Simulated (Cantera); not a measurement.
Feed: 1 mol BN, 6.1 mol H₂O, equilibrated at 1252 °C.

Cantera equilibrium calculation (NASA polynomials, part measured and part estimated; ideal gas, pure solids and liquids). Candidate condensed phases: B, BN, B₂O₃, B₃O₃H₃, H₂O; 39 gas species. Gases not in the tables: H₃BO₃. Kinetics and transport are ignored.

Which condensed phases are stable at each of these points (P (Pa)): 1, 6.80, 46, 320, 2200, 15000, 100000?


| P (Pa) | condensed phases | B condensed (%) |
|---|---|---|
| 1 | gas only | 0.0 |
| 6.80 | gas only | 0.0 |
| 46 | gas only | 0.0 |
| 320 | gas only | 0.0 |
| 2200 | gas only | 0.0 |
| 15000 | B₂O₃(l) | 55.4 |
| 100000 | B₂O₃(l) | 78.6 |

From 1.00 Pa to 22.0 mbar nothing is condensed. From 0.150 bar to 1.00 bar the condensed part is B₂O₃(l).
